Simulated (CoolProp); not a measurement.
Carbon dioxide at 509.48 K and 0.152 MPa is compressed adiabatically to 0.487 MPa with isentropic efficiency 0.6. Each further row changes one setting.

Computed with CoolProp (reference Helmholtz-energy equation of state, Span 1996).

| case | work (kJ/kg) | final temperature (K) | final density (kg/m³) |
|---|---|---|---|
| as stated | 208 | 702.6 | ___ |
| efficiency 1 | ___ | 627.9 | 4.11 |
| efficiency 0.65 | ___ | 688.4 | 3.75 |

**Question.** Some entries are withheld; supply them.

**Answer.** 
- as stated, final density (kg/m³): 3.67
- efficiency 1, work (kJ/kg): 125
- efficiency 0.65, work (kJ/kg): 192
